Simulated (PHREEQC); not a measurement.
Model water analysis in mg/L, 54 °C, pH 6.68, pe 11.1: Na 0.0226; K 0.00637; Ca 0.0395; Mg 0.004; Cl 0.0059; S(6) as SO4 0.0818; Alkalinity as HCO3 0.0969; Cd 0.00237; N(5) as NO3 0.00595; Cu(2) 0.000424; O(0) (dissolved oxygen) 4.92e-05; Zn 3.05e-05; B 0.000161.

Valence states are taken as typed.

All values are PHREEQC results (ion-association model, phreeqc.dat), not measurements.

Precipitation was switched off in this run.

**Question.** Order these Cu species by the share of Cu that they hold, largest first: Cu+2, CuCO3, CuOH+, Cu(OH)2.

**Answer.** Cu+2 (66 %), Cu(OH)2 (31 %), CuOH+ (3.1 %), CuCO3 (0.17 %)

The pH is 6.68 and the ionic strength 5.76e-6 mol/kgw. Species that the database lacks are ignored. Constants without temperature data keep their 25 °C values here. The database's constant for dissolved Cu(OH)2 is higher than later reviews accept.
